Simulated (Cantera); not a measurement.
A closed system holds: 1 mol SO2, 2.2 mol H2, held at 1925 K and 10.0 Torr.

Cantera equilibrium calculation (NASA polynomials, part measured and part estimated; ideal gas, pure solids and liquids). Candidate condensed phases: H2O, H2SO4, S; 19 gas species. Rates play no part.

Base state: H2O 0.419, H2 0.318, SO2 0.112, S2 0.0835, SO 0.0389, SH 0.00979, H2S 0.00774, S 0.00478 (mole fractions); condensed: gas only.

Question: What changes in the equilibrium state with this change: temperature from 1925 K to 673.15 K?

Answer: 
```
species   before     after
-------  -------  --------
H2O        0.419     0.675
H2S      0.00774     0.198
S2        0.0835    0.0660
H2         0.318  0.000270
SO        0.0389   1.96e-8
SO2        0.112    0.0591
S        0.00478     <1e-9
H        0.00467     <1e-9
```
Gases not in the tables: S3 to S7.

Question: What changes in the equilibrium state with this change: 0.033 mol NH3 added?

Answer: 
| species | before | after |
|---|---|---|
| H2O | 0.419 | 0.416 |
| H2 | 0.318 | 0.322 |
| SO2 | 0.112 | 0.107 |
| N2 | 0 | 0.00552 |
| SO | 0.0389 | 0.0379 |
| S2 | 0.0835 | 0.0829 |
| S2O | 0.000822 | 0.000799 |
| OH | 0.000533 | 0.000525 |
| H2S | 0.00774 | 0.00781 |

Question: What changes in the equilibrium state with this change: temperature from 1925 K to 3125 K?

Answer: 
```
species    before     after
-------  --------  --------
H         0.00467     0.523
O         5.83e-6     0.174
S         0.00478    0.0923
H2O         0.419    0.0142
H2          0.318    0.0700
O2        3.35e-6    0.0139
S2         0.0835  0.000878
OH       0.000533    0.0386
SO2         0.112   0.00826
SO         0.0389    0.0615
H2S       0.00774   2.00e-5
S2O      0.000822   6.43e-6
```
